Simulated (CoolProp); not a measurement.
Properties of sulfur dioxide along the isobar 0.166 MPa.

Model: reference Helmholtz-energy equation of state, Gao 2016, in CoolProp.

```
T (K)  phase  Joule-Thomson coefficient (K/MPa)  fugacity coefficient
-----  -----  ---------------------------------  --------------------
369.8    gas                                  …                0.9876
389.2    gas                                  …                0.9896
408.6    gas                                  …                0.9912
428      gas                                  …                0.9925
447.4    gas                              11.20                0.9936
466.8    gas                                  …                0.9945
486.2    gas                                  …                0.9953
505.6    gas                                  …                0.9959
525      gas                                  …                0.9964
```

Question: Complete the blanks.

Answer: 
- 369.8, Joule-Thomson coefficient (K/MPa): 19.10
- 389.2, Joule-Thomson coefficient (K/MPa): 16.41
- 408.6, Joule-Thomson coefficient (K/MPa): 14.29
- 428, Joule-Thomson coefficient (K/MPa): 12.58
- 466.8, Joule-Thomson coefficient (K/MPa): 10.04
- 486.2, Joule-Thomson coefficient (K/MPa): 9.075
- 505.6, Joule-Thomson coefficient (K/MPa): 8.249
- 525, Joule-Thomson coefficient (K/MPa): 7.536
